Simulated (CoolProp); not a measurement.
Methane along the isotherm -65.75 °C: Z from the reference equation and from simpler models built on Tc = -82.6 °C, pc = 4599 kPa, ω = 0.011; each cubic takes its own stable root.

Model: reference Helmholtz-energy equation of state, Setzmann 1991, in CoolProp.

```csv
p (kPa),phase,reference
719,gas,0.9584
1440,gas,0.9143
2160,gas,0.8674
2870,gas,0.8177
3590,gas,0.7629
4310,gas,0.7023
5030,supercritical,0.6339
5750,supercritical,0.5554
6470,supercritical,0.4684
7190,supercritical,0.3991
7900,supercritical,0.3729
8620,supercritical,0.3703
9340,supercritical,0.3774
10100,supercritical,0.3897
10800,supercritical,0.4032
11500,supercritical,0.4179
```

**Question.** How far does each simpler model (van der Waals, Soave-Redlich-Kwong) lie from the reference over these 16 states: mean and median of the absolute difference, and the worst?

**Answer.** 
- van der Waals: mean 9.1 %, median 4.6 %, worst +24.5 % at -65.75 °C and 11500 kPa
- Soave-Redlich-Kwong: mean 5.0 %, median 2.6 %, worst +11.7 % at -65.75 °C and 8620 kPa
